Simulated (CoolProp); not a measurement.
CF4 (R14) at 298.15 K and 8.35 MPa is throttled through a valve to 4.43 MPa with no heat exchange. Each further row changes one setting.

Values from CoolProp's reference Helmholtz-energy equation of state, Platzer 1990. This equation is an older, rougher fit; its heat capacities, sound speeds and derivatives of the liquid may be far off and weren't checked against measurements.

| case | temperature change (K) | final phase | final density (kg/m³) |
|---|---|---|---|
| as stated | -20.6 | supercritical | 216 |
| outlet pressure 1.33 MPa | -43.7 | gas | 60.6 |
| outlet pressure 5.76 MPa | -12.5 | supercritical | 284 |
